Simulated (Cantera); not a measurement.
Adiabatic ignition

An adiabatic, constant-volume homogeneous reactor starts with H₂ : O₂ : N₂ : CO₂ = 1 : 1.52 : 5.7 : 0.26 (molar parts), equivalence ratio 0.33, at 1575 K and 1.10 bar.

Model: GRI-Mech 3.0 (53 species, 325 reactions), integrated in Cantera.

```json
[
 {"t (s)": "4.00e-6", "T (K)": "1575", "P (bar)": "1.10", "x H₂": "0.118", "x O₂": "0.179", "x N₂O": "1.21e-11", "x NO": "<1e-12", "x H": "1.94e-5", "x H₂O₂": "2.17e-8"},
 {"t (s)": "2.01e-5", "T (K)": "1874", "P (bar)": "1.29", "x H₂": "0.00975", "x O₂": "0.117", "x N₂O": "2.69e-7", "x NO": "1.41e-5", "x H": "0.0218", "x H₂O₂": "7.88e-7"},
 {"t (s)": "0.000101", "T (K)": "2356", "P (bar)": "1.57", "x H₂": "0.00279", "x O₂": "0.123", "x N₂O": "7.54e-7", "x NO": "9.44e-5", "x H": "0.00206", "x H₂O₂": "2.36e-7"},
 {"t (s)": "0.000504", "T (K)": "2456", "P (bar)": "1.62", "x H₂": "0.00126", "x O₂": "0.124", "x N₂O": "9.05e-7", "x NO": "0.000455", "x H": "0.000582", "x H₂O₂": "3.38e-7"},
 {"t (s)": "0.00253", "T (K)": "2453", "P (bar)": "1.62", "x H₂": "0.00125", "x O₂": "0.123", "x N₂O": "9.02e-7", "x NO": "0.00208", "x H": "0.000570", "x H₂O₂": "3.35e-7"},
 {"t (s)": "0.0127", "T (K)": "2441", "P (bar)": "1.61", "x H₂": "0.00120", "x O₂": "0.121", "x N₂O": "9.12e-7", "x NO": "0.00799", "x H": "0.000530", "x H₂O₂": "3.23e-7"},
 {"t (s)": "0.0635", "T (K)": "2429", "P (bar)": "1.61", "x H₂": "0.00114", "x O₂": "0.118", "x N₂O": "9.50e-7", "x NO": "0.0141", "x H": "0.000490", "x H₂O₂": "3.10e-7"},
 {"t (s)": "0.318", "T (K)": "2429", "P (bar)": "1.61", "x H₂": "0.00114", "x O₂": "0.118", "x N₂O": "9.52e-7", "x NO": "0.0143", "x H": "0.000489", "x H₂O₂": "3.10e-7"},
 {"t (s)": "1.60", "T (K)": "2429", "P (bar)": "1.61", "x H₂": "0.00114", "x O₂": "0.118", "x N₂O": "9.52e-7", "x NO": "0.0143", "x H": "0.000489", "x H₂O₂": "3.10e-7"},
 {"t (s)": "8.00", "T (K)": "2429", "P (bar)": "1.61", "x H₂": "0.00114", "x O₂": "0.118", "x N₂O": "9.52e-7", "x NO": "0.0143", "x H": "0.000489", "x H₂O₂": "3.10e-7"}
]
```
x: mole fraction; the columns are a selection and need not sum to one.

- time of steepest temperature rise: 12.1 µs
- temperature at 8.00 s: 2429 K
- equilibrium temperature: 2429 K
- x(H₂) at 8.00 s: 0.00114 (gas-phase equilibrium 0.00114)
- x(O₂) at 8.00 s: 0.118 (gas-phase equilibrium 0.118)
- x(N₂O) at 8.00 s: 9.52e-7 (gas-phase equilibrium 9.52e-7)
